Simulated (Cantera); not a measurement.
An adiabatic, constant-volume homogeneous reactor starts with 9.77 % CO, 2.93 % H2, 0.899 % CH4, 8.15 % O2, 78.3 % N2, at 1623 K and 0.380 bar.

Detailed kinetics in Cantera: GRI-Mech 3.0 (53 species, 325 reactions).

Problem. Predict: time of steepest temperature rise; temperature at 0.200 s; equilibrium temperature; x(CO) at 0.200 s; x(H2) at 0.200 s; x(OH) at 0.200 s; x(H2O2) at 0.200 s.

Solution. 
```json
{
  "time_of_steepest_temperature_rise": "0.101 ms",
  "temperature at 0.200 s": "2555 K",
  "equilibrium_temperature": "2555 K",
  "x(CO) at 0.200 s": "0.0385 (gas-phase equilibrium 0.0385)",
  "x(H2) at 0.200 s": "0.00345 (gas-phase equilibrium 0.00345)",
  "x(OH) at 0.200 s": "0.00654 (gas-phase equilibrium 0.00654)",
  "x(H2O2) at 0.200 s": "3.03e-8 (gas-phase equilibrium 3.03e-8)"
}
```
